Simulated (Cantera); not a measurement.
Feed: 1 mol Si₂Cl₆, 0.057 mol HCl, 93 mol H₂, 0.41 mol Cl₂, at 1725 K and 750 Torr.

Method: chemical equilibrium by Gibbs-energy minimisation in Cantera with the NASA 1993 tables (ideal gas, pure condensed phases). The feed counts by its element totals alone. The tables' values for SiCl₃ are old estimates; treat these amounts as uncertain. Gases not in the tables: Si₂H₆ and higher silanes. Equilibrium is a limit: real reactors are often held back by kinetics, nucleation or transport.

```
species       before     after
----------  --------  --------
H₂             0.939     0.952
HCl           0.0508    0.0349
SiHCl₃       9.45e-5   0.00397
SiCl₂        0.00947   0.00341
SiH₂         1.62e-5   7.28e-8
H           0.000180   1.08e-6
SiCl₄        2.47e-5   0.00319
SiH₂Cl₂      6.37e-5  0.000696
SiCl₃       0.000353   0.00135
SiH₃Cl       1.31e-5   3.43e-5
Si(l), mol      1.03         0
Si(s), mol         0     0.789
```
Gas species are given as mole fractions.

Question: Which change was made?
A) Si₂Cl₆ replaced by SiHCl₃
B) Si₂Cl₆ replaced by SiH₂Cl₂
C) temperature from 1725 K to 1300 K
D) temperature from 1725 K to 1425 K

Answer: C, temperature from 1725 K to 1300 K
